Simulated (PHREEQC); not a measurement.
Dissolve 0.0032 mol/kgw HCl, 6.8e-05 mol/kgw FeSO4 and 0.26 mol/kgw Na2SO4 at 35 °C. Closed to the air; pH follows from the charge balance.

All values are PHREEQC results (Pitzer model, pitzer.dat), not measurements.

| Item | Result |
|---|---|
| pH | 3.41 |
| ionic strength | 0.779 mol/kgw |
| activity of water | 0.990 |
| density | 1.026 g/cm³ |
| osmotic coefficient | 0.737 |
| total alkalinity | -3.20 meq/kg |

```json
[
 {"species": "Na+", "molality": "0.520", "activity": "0.296", "log γ": "-0.244"},
 {"species": "SO4-2", "molality": "0.258", "activity": "0.0302", "log γ": "-0.931"},
 {"species": "Cl-", "molality": "0.00320", "activity": "0.00199", "log γ": "-0.207"},
 {"species": "HSO4-", "molality": "0.00242", "activity": "0.00148", "log γ": "-0.214"},
 {"species": "H+", "molality": "0.000783", "activity": "0.000387", "log γ": "-0.306"},
 {"species": "Fe+2", "molality": "6.80e-5", "activity": "5.17e-6", "log γ": "-1.119"}
]
```

No solid was allowed to form. Species that the database lacks are ignored.
